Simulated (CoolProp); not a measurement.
Values from CoolProp's reference Helmholtz-energy equation of state, Thol 2015.

Question: For octamethylcyclotetrasiloxane (D4), give the phase and the Z, cv (kJ/(kg K)), speed of sound (m/s), expansivity (1/kK) at 387.4 K and 0.0161 MPa; 553.3 K and 0.0951 MPa.

Answer: 
- 387.4 K and 0.0161 MPa: liquid; Z 0.00175, cv 1.57, speed of sound 635, expansivity 1.46
- 553.3 K and 0.0951 MPa: gas; Z 0.968, cv 1.89, speed of sound 122, expansivity 2.04
